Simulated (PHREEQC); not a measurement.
Consider water at 25 °C with 3.2 mmol/kgw Na2SO4, 2.8 mmol/kgw FeCl2 and 0.019 mmol/kgw H4SiO4. Closed to the air; pH follows from the charge balance.

Model: ion-association model, wateq4f.dat, run in PHREEQC.

Precipitation was switched off in this run.

Question: Order these S species by the share of S that they hold, largest first: NaSO4-, SO4-2, FeSO4.

Answer: SO4-2 (85 %), FeSO4 (13 %), NaSO4- (1.6 %)

Question: Order these Fe species by the share of Fe that they hold, largest first: FeSO4, FeCl+, Fe+2.

Answer: Fe+2 (84 %), FeSO4 (15 %), FeCl+ (0.40 %)

The pH is 6.19 and the ionic strength 0.0162 mol/kgw. Complexes and solids missing from the database can't appear.
